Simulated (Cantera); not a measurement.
An adiabatic, constant-pressure homogeneous reactor starts with C₃H₈ : O₂ : N₂ = 1 : 4.55 : 20 (molar parts), equivalence ratio 1.1, at 1573 K and 0.987 atm. Integrator tolerance rtol = 1e-08.

Cantera simulation using GRI-Mech 3.0 (53 species, 325 reactions); the numbers are that mechanism's predictions, not measurements. GRI-Mech 3.0 was tuned for natural gas; its chemistry of propane as a main component is partial and can be far from experiment.

Task: What does this change do: initial temperature 1573 to 1075 K?

Result: 
```json
[
 {"quantity": "time of steepest temperature rise", "before": "49.2 µs", "after": "0.111 s"},
 {"quantity": "temperature at 0.800 s", "before": "2747 K", "after": "2544 K"},
 {"quantity": "equilibrium temperature", "before": "2747 K", "after": "2544 K"},
 {"quantity": "x(C₃H₈) at 0.800 s", "before": "<1e-12 (gas-phase equilibrium <1e-12)", "after": "<1e-12 (gas-phase equilibrium <1e-12)"},
 {"quantity": "x(O₂) at 0.800 s", "before": "0.0127 (gas-phase equilibrium 0.0127)", "after": "0.00616 (gas-phase equilibrium 0.00616)"},
 {"quantity": "x(CH₂) at 0.800 s", "before": "<1e-12 (gas-phase equilibrium <1e-12)", "after": "<1e-12 (gas-phase equilibrium <1e-12)"},
 {"quantity": "x(CH₄) at 0.800 s", "before": "<1e-12 (gas-phase equilibrium <1e-12)", "after": "<1e-12 (gas-phase equilibrium <1e-12)"},
 {"quantity": "x(C₂H) at 0.800 s", "before": "<1e-12 (gas-phase equilibrium <1e-12)", "after": "<1e-12 (gas-phase equilibrium <1e-12)"},
 {"quantity": "x(NO) at 0.800 s", "before": "0.00799 (gas-phase equilibrium 0.00799)", "after": "0.00410 (gas-phase equilibrium 0.00410)"},
 {"quantity": "x(N₂O) at 0.800 s", "before": "4.25e-7 (gas-phase equilibrium 4.25e-7)", "after": "2.19e-7 (gas-phase equilibrium 2.19e-7)"}
]
```
